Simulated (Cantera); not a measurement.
Cantera run:

```python
import numpy as np
import cantera as ct

gas_names = [...]  # 87 gases of nasa_gas.yaml made of C, H, Si
cond_names = """
    C(gr) C6H6(L) C7H8(L) C8H18(L),n-octa Si(cr) Si(L) SiC(b)
""".split()


# ... load() reads the species with a 1 bar reference pressure and builds the phases ...
atoms = {
    'CH3SiH3': {'C': 1, 'H': 6, 'Si': 1},
    'H2': {'H': 2},
}
top_T = {'C(gr)': 4500, 'SiC(b)': 3050}  # K; cautious upper limits of use, not melting points


# ... equilibrate(T, P, feed) seeds the gas with the atoms and calls Mixture.equilibrate('TP', solver="vcs", rtol=1e-11, max_steps=5000) ...
results = []
feed = {'CH3SiH3': 1, 'H2': 240}  # mol
T = 1173  # K
P = 1000  # Pa
mix = equilibrate(T, P, feed)
results.append((T, P, feed, dict(zip(mix.species_names, mix.species_moles))))
print(gas.report(threshold=0.0001))
for i in range(1, mix.n_phases):
    print(f"{mix.phase(i).name:16s} {mix.phase_moles(i):12.5e} mol")
```

It prints:

```
       temperature   1173 K
          pressure   1000 Pa
           density   0.00020671 kg/m^3
  mean mol. weight   2.016 kg/kmol
   phase of matter   gas

                          1 kg             1 kmol
                     ---------------   ---------------
          enthalpy        1.2885e+07        2.5975e+07  J
   internal energy        8.0469e+06        1.6222e+07  J
           entropy        1.0387e+05         2.094e+05  J/K
    Gibbs function       -1.0895e+08       -2.1965e+08  J
 heat capacity c_p             15361             30968  J/K
 heat capacity c_v             11237             22654  J/K

                      mass frac. Y      mole frac. X     chem. pot. / RT
                     ---------------   ---------------   ---------------
                H2                 1                 1           -22.522
     [  +86 minor]        2.9964e-06        1.4692e-06

C(gr)             0.00000e+00 mol
Si(cr)            6.41368e-05 mol
SiC(b)            9.99933e-01 mol
```

Cantera equilibrium calculation (NASA polynomials, part measured and part estimated; ideal gas, pure solids and liquids). The feed counts by its element totals alone.
